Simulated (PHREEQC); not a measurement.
Synthetic water in mg/kgw, 25 °C, pH 8.78, pe 12.6:

| constituent | mg/kgw |
|---|---|
| Na | 4.42 |
| K | 3.64 |
| Ca | 15.5 |
| Mg | 5.94 |
| Cl | 10.4 |
| S(6) as SO4 | 44.4 |
| Alkalinity as HCO3 | 18 |
| Ni | 0.687 |

Valence states are taken as typed.

All values are PHREEQC results (ion-association model, wateq4f.dat), not measurements.

No solid was allowed to form.

Question: What ionic strength, charge-balance error does the model give?

Answer: ionic strength 0.00246 mol/kgw; charge-balance error 2.0 %.

Question: In which forms is Ca present?

Answer: Ca+2 94 %, CaSO4 5.2 %, CaCO3 0.8 % of the Ca.

The solution is supersaturated, for example in Ni(OH)2, so a real one may precipitate; this is no full list. Complexes and solids missing from the database can't appear. The database's nickel carbonate constants are estimates that later reviews lower a good deal.
